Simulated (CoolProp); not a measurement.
Benzene along the isotherm 346.85 °C: fugacity coefficient from the reference equation and from simpler models built on Tc = 288.9 °C, pc = 4.906 MPa, ω = 0.211; each cubic takes its own stable root.

The numbers come from the reference Helmholtz-energy equation of state, Thol 2012 in CoolProp.

```json
[
 {"p (MPa)": "0.155", "phase": "gas", "reference": "0.9923", "van der Waals": "0.9926", "Redlich-Kwong": "0.9919", "Peng-Robinson": "0.9912"},
 {"p (MPa)": "0.228", "phase": "gas", "reference": "0.9886", "van der Waals": "0.9892", "Redlich-Kwong": "0.9881", "Peng-Robinson": "0.9871"},
 {"p (MPa)": "0.334", "phase": "gas", "reference": "0.9834", "van der Waals": "0.9841", "Redlich-Kwong": "0.9827", "Peng-Robinson": "0.9811"},
 {"p (MPa)": "0.491", "phase": "gas", "reference": "0.9756", "van der Waals": "0.9767", "Redlich-Kwong": "0.9746", "Peng-Robinson": "0.9723"},
 {"p (MPa)": "0.72", "phase": "gas", "reference": "0.9643", "van der Waals": "0.9659", "Redlich-Kwong": "?", "Peng-Robinson": "0.9595"},
 {"p (MPa)": "1.06", "phase": "gas", "reference": "0.9477", "van der Waals": "0.9499", "Redlich-Kwong": "?", "Peng-Robinson": "0.9408"},
 {"p (MPa)": "1.55", "phase": "gas", "reference": "0.9239", "van der Waals": "0.9268", "Redlich-Kwong": "0.9207", "Peng-Robinson": "0.9143"},
 {"p (MPa)": "2.28", "phase": "gas", "reference": "0.8890", "van der Waals": "0.8927", "Redlich-Kwong": "0.8844", "Peng-Robinson": "?"},
 {"p (MPa)": "3.34", "phase": "gas", "reference": "0.8392", "van der Waals": "0.8432", "Redlich-Kwong": "0.8326", "Peng-Robinson": "0.8215"},
 {"p (MPa)": "4.91", "phase": "supercritical", "reference": "0.7669", "van der Waals": "0.7694", "Redlich-Kwong": "0.7578", "Peng-Robinson": "0.7449"},
 {"p (MPa)": "7.2", "phase": "supercritical", "reference": "?", "van der Waals": "0.6565", "Redlich-Kwong": "0.6517", "Peng-Robinson": "0.6415"},
 {"p (MPa)": "10.6", "phase": "supercritical", "reference": "0.5337", "van der Waals": "0.5310", "Redlich-Kwong": "?", "Peng-Robinson": "0.5208"},
 {"p (MPa)": "15.5", "phase": "supercritical", "reference": "0.4302", "van der Waals": "0.4461", "Redlich-Kwong": "0.4322", "Peng-Robinson": "0.4243"},
 {"p (MPa)": "22.8", "phase": "supercritical", "reference": "0.3615", "van der Waals": "0.3991", "Redlich-Kwong": "0.3699", "Peng-Robinson": "0.3578"},
 {"p (MPa)": "33.4", "phase": "supercritical", "reference": "0.3264", "van der Waals": "0.3932", "Redlich-Kwong": "0.3400", "Peng-Robinson": "0.3214"},
 {"p (MPa)": "49.1", "phase": "supercritical", "reference": "0.3258", "van der Waals": "0.4442", "Redlich-Kwong": "0.3453", "Peng-Robinson": "0.3154"}
]
```

What belongs in the gaps?


- 0.72, Redlich-Kwong: 0.9628
- 1.06, Redlich-Kwong: 0.9454
- 2.28, Peng-Robinson: 0.8757
- 7.2, reference: 0.6639
- 10.6, Redlich-Kwong: 0.5269
